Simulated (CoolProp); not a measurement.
R407C along the isotherm 261.8 K: fugacity coefficient from the reference equation and from simpler models built on Tc = 359.3 K, pc = 4.632 MPa, ω = 0.363; each cubic takes its own stable root.

Computed with CoolProp (reference Helmholtz-energy equation of state, Lemmon 2003). It is a pseudo-pure fit of the blend.

```json
[
 {"p (MPa)": "2.89", "phase": "liquid", "reference": "0.1175", "van der Waals": "0.3648", "Redlich-Kwong": "0.1909", "Soave-Redlich-Kwong": "0.1087", "Peng-Robinson": "0.1067"},
 {"p (MPa)": "5.79", "phase": "liquid", "reference": "0.06410", "van der Waals": "0.2114", "Redlich-Kwong": "0.1058", "Soave-Redlich-Kwong": "0.05994", "Peng-Robinson": "0.05816"},
 {"p (MPa)": "8.68", "phase": "liquid", "reference": "0.04669", "van der Waals": "0.1632", "Redlich-Kwong": "0.07824", "Soave-Redlich-Kwong": "0.04411", "Peng-Robinson": "0.04231"},
 {"p (MPa)": "11.6", "phase": "liquid", "reference": "0.03816", "van der Waals": "0.1411", "Redlich-Kwong": "0.06487", "Soave-Redlich-Kwong": "0.03641", "Peng-Robinson": "0.03455"},
 {"p (MPa)": "14.5", "phase": "liquid", "reference": "0.03331", "van der Waals": "0.1300", "Redlich-Kwong": "0.05741", "Soave-Redlich-Kwong": "0.03209", "Peng-Robinson": "0.03012"},
 {"p (MPa)": "17.4", "phase": "liquid", "reference": "0.03027", "van der Waals": "0.1246", "Redlich-Kwong": "0.05286", "Soave-Redlich-Kwong": "0.02944", "Peng-Robinson": "0.02733"},
 {"p (MPa)": "20.3", "phase": "liquid", "reference": "0.02828", "van der Waals": "0.1226", "Redlich-Kwong": "0.05002", "Soave-Redlich-Kwong": "0.02776", "Peng-Robinson": "0.02550"},
 {"p (MPa)": "23.2", "phase": "liquid", "reference": "0.02696", "van der Waals": "0.1230", "Redlich-Kwong": "0.04827", "Soave-Redlich-Kwong": "0.02671", "Peng-Robinson": "0.02428"},
 {"p (MPa)": "26.1", "phase": "liquid", "reference": "0.02610", "van der Waals": "0.1252", "Redlich-Kwong": "0.04729", "Soave-Redlich-Kwong": "0.02609", "Peng-Robinson": "0.02347"},
 {"p (MPa)": "28.9", "phase": "liquid", "reference": "0.02558", "van der Waals": "0.1288", "Redlich-Kwong": "0.04688", "Soave-Redlich-Kwong": "0.02579", "Peng-Robinson": "0.02298"},
 {"p (MPa)": "31.8", "phase": "liquid", "reference": "0.02530", "van der Waals": "0.1337", "Redlich-Kwong": "0.04689", "Soave-Redlich-Kwong": "0.02573", "Peng-Robinson": "0.02269"},
 {"p (MPa)": "34.7", "phase": "liquid", "reference": "0.02522", "van der Waals": "0.1399", "Redlich-Kwong": "0.04727", "Soave-Redlich-Kwong": "0.02587", "Peng-Robinson": "0.02259"},
 {"p (MPa)": "37.6", "phase": "liquid", "reference": "0.02531", "van der Waals": "0.1473", "Redlich-Kwong": "0.04796", "Soave-Redlich-Kwong": "0.02619", "Peng-Robinson": "0.02264"},
 {"p (MPa)": "40.5", "phase": "liquid", "reference": "0.02554", "van der Waals": "0.1559", "Redlich-Kwong": "0.04893", "Soave-Redlich-Kwong": "0.02666", "Peng-Robinson": "0.02282"},
 {"p (MPa)": "43.4", "phase": "liquid", "reference": "0.02590", "van der Waals": "0.1657", "Redlich-Kwong": "0.05014", "Soave-Redlich-Kwong": "0.02726", "Peng-Robinson": "0.02311"},
 {"p (MPa)": "46.3", "phase": "liquid", "reference": "0.02637", "van der Waals": "0.1769", "Redlich-Kwong": "0.05159", "Soave-Redlich-Kwong": "0.02799", "Peng-Robinson": "0.02350"}
]
```
